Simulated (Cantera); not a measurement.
A diamond (100) surface in a fixed gas of H2 with x(CH4) = 0.0021, x(H) = 0.00058, x(CH3) = 8.2e-05, 21.8 Torr; coverages are run to steady state.

Model: the Harris–Goodwin 1993 mechanism for the reconstructed diamond (100) surface, integrated in Cantera.

θ: site fractions in the mechanism's names (c6HH fully hydrogenated, c6H* and c6*H radical sites, c6** diradical, c6HM methylated).

```json
[
 {"T (K)": "925", "growth (µm/h)": "0.691", "θ c6HH": "0.598", "θ c6H*": "0.0108", "θ c6*H": "0.278", "θ c6**": "0.00440", "θ c6HM": "0.0853"},
 {"T (K)": "1000", "growth (µm/h)": "0.720", "θ c6HH": "0.568", "θ c6H*": "0.0170", "θ c6*H": "0.347", "θ c6**": "0.00779", "θ c6HM": "0.0436"},
 {"T (K)": "1075", "growth (µm/h)": "(withheld)", "θ c6HH": "0.537", "θ c6H*": "0.0243", "θ c6*H": "0.408", "θ c6**": "0.0120", "θ c6HM": "0.0120"},
 {"T (K)": "1150", "growth (µm/h)": "(withheld)", "θ c6HH": "0.501", "θ c6H*": "0.0315", "θ c6*H": "0.447", "θ c6**": "0.0161", "θ c6HM": "0.00226"},
 {"T (K)": "1225", "growth (µm/h)": "(withheld)", "θ c6HH": "0.473", "θ c6H*": "0.0383", "θ c6*H": "0.468", "θ c6**": "0.0193", "θ c6HM": "0.000415"},
 {"T (K)": "1300", "growth (µm/h)": "(withheld)", "θ c6HH": "0.458", "θ c6H*": "0.0445", "θ c6*H": "0.476", "θ c6**": "0.0215", "θ c6HM": "8.03e-5"},
 {"T (K)": "1375", "growth (µm/h)": "(withheld)", "θ c6HH": "0.454", "θ c6H*": "0.0498", "θ c6*H": "0.473", "θ c6**": "0.0225", "θ c6HM": "1.67e-5"}
]
```

Some entries are withheld; supply them.


- 1075, growth (µm/h): 0.394
- 1150, growth (µm/h): 0.191
- 1225, growth (µm/h): 0.147
- 1300, growth (µm/h): 0.122
- 1375, growth (µm/h): 0.0598
